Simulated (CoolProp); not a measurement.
A simple Rankine cycle with toluene: condensing at 321.15 K, boiler at 0.318 MPa, turbine inlet 444.6 K, turbine efficiency 0.6, pump efficiency 0.8, no recuperator. Each further row changes one setting.

Values from CoolProp's reference Helmholtz-energy equation of state, Lemmon 2006. It is a short technical equation, of lower accuracy than the large ones.

```
case                             thermal efficiency (%)  net work (kJ/kg)  heat in (kJ/kg)  turbine exit temperature (K)  volume ratio over the turbine
-------------------------------  ----------------------  ----------------  ---------------  ----------------------------  -----------------------------
as stated                                          12.3              70.1              568                         393.5                           27.0
turbine inlet 464.6 K                              12.3              74.0              603                           [?]                            [?]
condensing temperature 313.15 K                    13.2               [?]              582                         388.8                           38.1
boiler pressure 0.223 MPa                          11.2               [?]              572                         399.9                            [?]
turbine efficiency 0.5                             10.3               [?]              568                           [?]                           27.5
```

**Question.** Fill in the missing entries.

**Answer.** 
- turbine inlet 464.6 K, turbine exit temperature (K): 414.1
- turbine inlet 464.6 K, volume ratio over the turbine: 26.8
- condensing temperature 313.15 K, net work (kJ/kg): 77.0
- boiler pressure 0.223 MPa, net work (kJ/kg): 64.1
- boiler pressure 0.223 MPa, volume ratio over the turbine: 18.7
- turbine efficiency 0.5, net work (kJ/kg): 58.4
- turbine efficiency 0.5, turbine exit temperature (K): 401.3
